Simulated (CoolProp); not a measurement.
Vapour-liquid equilibrium of R13 (1) + propylene (2) at 191.5 K; x and y are mole fractions of (1).

Model: multi-fluid Helmholtz-energy mixture model, Platzer 1990 and Lemmon 2013; pair parameters Bell 2016, in CoolProp. This equation is an older, rougher fit; its heat capacities, sound speeds and derivatives of the liquid may be far off and weren't checked against measurements.

```
x      bubble pressure, mixture model (kPa)  bubble pressure, Raoult's law (kPa)  y, mixture model  y, Raoult's law
-----  ------------------------------------  -----------------------------------  ----------------  ---------------
0.05                                  26.11                                19.89             0.425            0.251
0.125                                 38.91                                26.22             0.638            0.477
0.2                                   48.98                                32.55             0.730            0.615
0.275                                 56.97                                38.88             0.782            0.708
0.35                                  63.43                                45.20             0.816            0.775
0.425                                 68.78                                51.53             0.841            0.825
0.5                                   73.38                                57.86             0.862            0.865
0.575                                 77.51                                64.19             0.879            0.896
0.65                                  81.37                                70.51             0.896            0.922
0.725                                 85.15                                76.84             0.914            0.944
0.8                                   88.98                                83.17             0.932            0.962
0.875                                 92.96                                89.50             0.954            0.978
0.95                                  97.14                                95.82             0.980            0.992
```

The largest gap from Raoult's law is +50.5 % in bubble pressure, at x = 0.2. No azeotrope shows between x = 0.05 and 0.95.

Pair parameters are fitted to limited data, so mixtures are less certain than the pure fluids. With so large a gap from Raoult's law the liquid may split in two, which this calculation doesn't test in full.
